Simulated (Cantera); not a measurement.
Hydrogen reduction and annealing atmospheres: SiO₂ + H₂ + H₂O

A closed system holds: 1 mol SiO₂, 3.7 mol H₂, 4.5 mol H₂O, equilibrated at 675 K and 10.0 mbar.

Cantera equilibrium calculation (NASA polynomials, part measured and part estimated; ideal gas, pure solids and liquids). Candidate condensed phases: H₂O, Si, SiO₂; 18 gas species. The numbers say what is thermodynamically allowed, not how fast it happens.

| Item | Result |
|---|---|
| x(H₂O) | 0.549 |
| x(H₂) | 0.451 |
| n(SiO₂(α-quartz)) | 1.00 mol |
| gas amount | 8.200 mol |
| log10 activity of Si(s) (absent) | -28.62 |
